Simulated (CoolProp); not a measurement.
Properties of CHF3 (R23) along the isotherm 201.85 °C (Tc = 26.1 °C, pc = 48.32 bar, ω = 0.263).

Values from CoolProp's reference Helmholtz-energy equation of state, Penoncello 2003.

```csv
p (bar),phase,cp (kJ/(kg K)),isothermal compressibility (1/MPa),expansivity (1/kK),Prandtl number,fugacity coefficient
32.2,gas,1.015,0.3226,2.532,0.886,0.9608
64.4,supercritical,1.074,0.1661,2.976,0.867,…
96.6,supercritical,1.135,0.1122,3.393,0.871,0.8923
129,supercritical,1.194,0.08312,3.725,0.891,0.8635
161,supercritical,1.243,0.06416,3.916,0.920,0.8391
193,supercritical,1.280,0.05039,3.965,0.954,0.8188
225,supercritical,1.305,0.04013,3.900,0.988,0.8024
258,supercritical,1.321,0.03221,3.760,1.02,0.7894
290,supercritical,1.329,0.02642,3.586,1.05,0.7801
322,supercritical,1.331,…,3.396,1.08,0.7738
354,supercritical,1.330,0.01854,3.204,1.10,…
387,supercritical,1.327,0.01576,3.015,1.13,0.7688
419,supercritical,1.322,0.01362,2.844,1.15,0.7695
451,supercritical,1.317,0.01191,2.688,1.17,0.7722
483,supercritical,1.311,0.01051,2.546,1.19,0.7765
```

### Question
Complete the blanks.

### Answer

- 64.4, fugacity coefficient: 0.9248
- 322, isothermal compressibility (1/MPa): 0.02198
- 354, fugacity coefficient: 0.7701

Viscosity comes from a separate model (Shan 2000). Thermal conductivity comes from a separate model (Shan 2000).
